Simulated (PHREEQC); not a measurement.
A solution holds 3.8 mmol/kgw HF, 0.14 mmol/kgw NaF, 0.26 mmol/kgw H4SiO4 and 0.14 mmol/kgw CdSO4, at 25 °C. Closed to the air; pH follows from the charge balance.

The numbers come from PHREEQC with the ion-association model, phreeqc.dat.

This is a speciation only: nothing precipitates in the calculation.

Question: Order these S species by the share of S that they hold, largest first: HSO4-, CdSO4, SO4-2.

Answer: SO4-2 (89 %), HSO4- (8.9 %), CdSO4 (2.3 %)

The pH is 2.92 and the ionic strength 0.00213 mol/kgw. SiF6-2 is the database's only silicon fluoride.
